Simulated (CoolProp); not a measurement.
Vapour-liquid equilibrium of R125 (1) + dimethyl ether (2) at 221.7 K; x and y are mole fractions of (1).

Computed with CoolProp (multi-fluid Helmholtz-energy mixture model, Lemmon 2005 and Wu 2011; pair parameters Bell 2016).

### Question
Give the bubble pressure and the first vapour's composition at x = 0.15, 0.65, 0.75. Is there an azeotrope?

### Answer
x = 0.15: 29.72 kPa, y = 0.235; x = 0.65: 54.16 kPa, y = 0.874; x = 0.75: 62.87 kPa, y = 0.933. No azeotrope shows between x = 0.05 and 0.95.

The pair parameters rest on a limited set of measurements; away from them the model extrapolates.
